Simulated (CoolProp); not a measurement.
R1336mzz(E) along the isotherm 410 K: Z from the reference equation and from simpler models built on Tc = 403.5 K, pc = 2.779 MPa, ω = 0.413; each cubic takes its own stable root.

Computed with CoolProp (reference Helmholtz-energy equation of state, Akasaka 2023).

```json
[
 {"p (MPa)": "0.018", "phase": "gas", "reference": "0.9978"},
 {"p (MPa)": "0.037", "phase": "gas", "reference": "0.9955"},
 {"p (MPa)": "0.076", "phase": "gas", "reference": "0.9907"},
 {"p (MPa)": "0.156", "phase": "gas", "reference": "0.9807"},
 {"p (MPa)": "0.321", "phase": "gas", "reference": "0.9598"},
 {"p (MPa)": "0.658", "phase": "gas", "reference": "0.9155"},
 {"p (MPa)": "1.35", "phase": "gas", "reference": "0.8153"},
 {"p (MPa)": "2.78", "phase": "supercritical", "reference": "0.5077"},
 {"p (MPa)": "5.7", "phase": "supercritical", "reference": "0.3029"}
]
```

Task: How far does each simpler model (van der Waals, Redlich-Kwong, Soave-Redlich-Kwong) lie from the reference over these 9 states: mean and median of the absolute difference, and the worst?

Result: 
- van der Waals: mean 6.2 %, median 0.7 %, worst +45.2 % at 410 K and 5.7 MPa
- Redlich-Kwong: mean 2.5 %, median 0.2 %, worst +19.9 % at 410 K and 5.7 MPa
- Soave-Redlich-Kwong: mean 3.1 %, median 0.2 %, worst +21.6 % at 410 K and 5.7 MPa
